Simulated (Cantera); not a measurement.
Cantera run, input and output.

```python
import numpy as np
import cantera as ct

gas = ct.Solution("h2o2.yaml")
gas.TPX = 1025, 32000, {'H2': 0.71, 'O2': 1, 'N2': 5.6}
inlet = ct.Reservoir(gas, clone=True)

reactor = ct.IdealGasConstPressureReactor(gas, energy="off", clone=False)
exhaust = ct.Reservoir(gas, clone=True)
tau = [8, 3, 1.1, 0.41, 0.15, 0.058, 0.022, 0.008, 0.003, 0.0011, 0.00042][0]
for a, b in ((inlet, reactor), (reactor, exhaust)):
    ct.MassFlowController(a, b, mdot=lambda t: reactor.mass / tau)
net = ct.ReactorNet([reactor])
show = ['H2', 'O2', 'HO2', 'OH', 'H']

rows = []
print(f"{'tau/s':>10s}{'T/K':>9s}" + "".join(f"{s:>11s}" for s in show))
for tau in [8, 3, 1.1, 0.41, 0.15, 0.058, 0.022, 0.008, 0.003, 0.0011, 0.00042]:
    net.initial_time = 0.0
    net.advance(30 * tau)
    before = gas.X
    net.advance(40 * tau)
    drift = np.max(np.abs(gas.X - before) / (gas.X + 1e-9))
    rows.append([gas.T, *gas[show].X, drift])
    print(f"{tau:10.3e}{gas.T:9.1f}" + "".join(f"{x:11.3e}" for x in gas[show].X))
```

It prints:

```
     tau/s      T/K         H2         O2        HO2         OH          H
 8.000e+00   1025.0  1.313e-04  9.279e-02  3.352e-06  1.880e-05  4.792e-07
 3.000e+00   1025.0  2.513e-04  9.284e-02  5.536e-06  2.585e-05  1.276e-06
 1.100e+00   1025.0  4.687e-04  9.293e-02  8.542e-06  3.721e-05  3.470e-06
 4.100e-01   1025.0  8.317e-04  9.307e-02  1.217e-05  5.532e-05  9.267e-06
 1.500e-01   1025.0  1.444e-03  9.332e-02  1.635e-05  8.560e-05  2.514e-05
 5.800e-02   1025.0  2.381e-03  9.371e-02  2.046e-05  1.320e-04  6.426e-05
 2.200e-02   1025.0  3.909e-03  9.434e-02  2.448e-05  2.075e-04  1.661e-04
 8.000e-03   1025.0  6.498e-03  9.543e-02  2.812e-05  3.320e-04  4.406e-04
 3.000e-03   1025.0  1.058e-02  9.718e-02  3.081e-05  5.155e-04  1.104e-03
 1.100e-03   1025.0  1.734e-02  1.002e-01  3.252e-05  7.782e-04  2.672e-03
 4.200e-04   1025.0  2.771e-02  1.050e-01  3.299e-05  1.074e-03  5.610e-03
```

Detailed kinetics in Cantera: the H2/O2 subset of GRI-Mech 3.0, which has no nitrogen chemistry. The temperature is held fixed by assumption; the heat of reaction is taken as removed at once.
